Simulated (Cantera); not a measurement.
Input (Python, Cantera) and output of one run.

```python
import numpy as np
import cantera as ct

gas_names = """
    C CN CO CO2 C2 CCN CNC C2N2 C2O C3 C3O2 C4 C4N2 C5 Cu CuO Cu2 N NCO NO NO2 NO3 N2 N2O O O2 O3
""".split()
cond_names = """
    C(gr) Cu(cr) Cu(L) CuO(s) Cu2O(s) Cu2O(L)
""".split()


def load(file, names, dense=False):
    # The tables refer to 1 bar. Condensed volumes are neglected.
    table = {s.name: s for s in ct.Species.list_from_file(file)}
    out = []
    for n in names:
        d = dict(table[n].input_data)
        d["thermo"] = dict(d["thermo"], **{"reference-pressure": 1e5})
        if dense:
            d["equation-of-state"] = {"model": "constant-volume", "density": "1e6 g/cm^3"}
        out.append(ct.Species.from_dict(d))
    return out


gas = ct.Solution(thermo="ideal-gas", species=load("nasa_gas.yaml", gas_names))
cond = {s.name: ct.Solution(thermo="fixed-stoichiometry", species=[s], name=s.name)
        for s in load("nasa_condensed.yaml", cond_names, dense=True)}
atoms = {
    'CuO': {'Cu': 1, 'O': 1},
    'C': {'C': 1},
    'N2': {'N': 2},
}
top_T = {'C(gr)': 4500, 'CuO(s)': 1390}  # K; cautious upper limits of use, not melting points


def equilibrate(T, P, feed):
    n = {}
    for name, mol in feed.items():
        for a, k in atoms[name].items():
            n[a] = n.get(a, 0.0) + k * mol
    gas.TPX = T, P, n
    mass = sum(n.values()) * gas.mean_molecular_weight
    gas.equilibrate("TP")
    valid = [c for c in cond.values() if c.min_temp <= T <= top_T.get(c.name, c.max_temp)]
    mix = ct.Mixture([(gas, mass / gas.mean_molecular_weight)] + [(c, 0.0) for c in valid])
    mix.T, mix.P = T, P
    mix.equilibrate("TP", solver="vcs", rtol=1e-11, max_steps=5000)
    return mix


results = []
feed = {'CuO': 1, 'C': 0.48, 'N2': 0.28}  # mol
P = 100000  # Pa
for T in [1400, 1500, 1600, 1700, 1800, 1900, 2000, 2100, 2200, 2300, 2400, 2500, 2600]:
    mix = equilibrate(T, P, feed)
    results.append((T, P, feed, dict(zip(mix.species_names, mix.species_moles))))
    x = sorted(zip(gas.X, gas.species_names), reverse=True)
    print(f"T = {T:g} K  P = {P:g} Pa  gas = {mix.phase_moles(0):.4g} mol")
    print("   x: " + "  ".join(f"{s} {v:.3e}" for v, s in x if v > 0.0001))
    print("   condensed (mol): " + ("  ".join(f"{mix.phase(i).name} {mix.phase_moles(i):.4g}"
          for i in range(1, mix.n_phases) if mix.phase_moles(i) > 1e-12) or "none"))
```

Output:

```
T = 1400 K  P = 100000 Pa  gas = 0.76 mol
   x: CO2 6.314e-01  N2 3.684e-01  CO 1.848e-04
   condensed (mol): Cu(L) 0.9198  Cu2O(s) 0.04012
T = 1500 K  P = 100000 Pa  gas = 0.7601 mol
   x: CO2 6.312e-01  N2 3.684e-01  CO 3.094e-04
   condensed (mol): Cu(L) 0.9199  Cu2O(s) 0.04007
T = 1600 K  P = 100000 Pa  gas = 0.7603 mol
   x: CO2 6.307e-01  N2 3.682e-01  CO 6.367e-04  O2 3.899e-04
   condensed (mol): Cu(L) 0.9203  Cu2O(L) 0.03985
T = 1700 K  P = 100000 Pa  gas = 0.7611 mol
   x: CO2 6.294e-01  N2 3.678e-01  CO 1.271e-03  O2 1.157e-03  Cu 1.588e-04  NO 1.471e-04
   condensed (mol): Cu(L) 0.9217  Cu2O(L) 0.03909
T = 1800 K  P = 100000 Pa  gas = 0.7628 mol
   x: CO2 6.269e-01  N2 3.669e-01  O2 3.005e-03  CO 2.353e-03  Cu 5.415e-04  NO 3.393e-04
   condensed (mol): Cu(L) 0.9257  Cu2O(L) 0.03694
T = 1900 K  P = 100000 Pa  gas = 0.7669 mol
   x: CO2 6.218e-01  N2 3.647e-01  O2 6.982e-03  CO 4.080e-03  Cu 1.616e-03  NO 7.113e-04
   condensed (mol): Cu(L) 0.9351  Cu2O(L) 0.03184
T = 2000 K  P = 100000 Pa  gas = 0.7754 mol
   x: CO2 6.123e-01  N2 3.604e-01  O2 1.476e-02  CO 6.664e-03  Cu 4.306e-03  NO 1.373e-03
   condensed (mol): Cu(L) 0.9544  Cu2O(L) 0.0211
T = 2100 K  P = 100000 Pa  gas = 0.7924 mol
   x: CO2 5.955e-01  N2 3.521e-01  O2 2.882e-02  Cu 1.042e-02  CO 1.027e-02  NO 2.464e-03  O 2.360e-04  CuO 1.724e-04
   condensed (mol): Cu(L) 0.9911  Cu2O(L) 0.0001881
T = 2200 K  P = 100000 Pa  gas = 0.807 mol
   x: CO2 5.755e-01  N2 3.453e-01  O2 3.235e-02  Cu 2.320e-02  CO 1.928e-02  NO 3.281e-03  O 4.864e-04  CuO 3.737e-04  Cu2 1.767e-04
   condensed (mol): Cu(L) 0.9807
T = 2300 K  P = 100000 Pa  gas = 0.8349 mol
   x: CO2 5.423e-01  N2 3.332e-01  Cu 4.806e-02  O2 3.727e-02  CO 3.266e-02  NO 4.299e-03  O 9.588e-04  CuO 7.687e-04  Cu2 4.747e-04
   condensed (mol): Cu(L) 0.9584
T = 2400 K  P = 100000 Pa  gas = 0.8877 mol
   x: CO2 4.906e-01  N2 3.127e-01  Cu 9.348e-02  CO 5.009e-02  O2 4.319e-02  NO 5.470e-03  O 1.803e-03  CuO 1.498e-03  Cu2 1.168e-03
   condensed (mol): Cu(L) 0.9136
T = 2500 K  P = 100000 Pa  gas = 0.9903 mol
   x: CO2 4.153e-01  N2 2.794e-01  Cu 1.721e-01  CO 6.941e-02  O2 4.864e-02  NO 6.589e-03  O 3.196e-03  CuO 2.736e-03  Cu2 2.660e-03
   condensed (mol): Cu(L) 0.8216
T = 2600 K  P = 100000 Pa  gas = 1.209 mol
   x: CO2 3.120e-01  Cu 3.017e-01  N2 2.280e-01  CO 8.507e-02  O2 5.057e-02  NO 7.186e-03  Cu2 5.657e-03  O 5.235e-03  CuO 4.595e-03
   condensed (mol): Cu(L) 0.6161
```

Equilibrium computed with Cantera from the NASA thermochemical tables; the gas is ideal and each condensed phase is pure. Each liquid is taken as pure. Mutual solubility and eutectic melting of coexisting phases are not modelled.
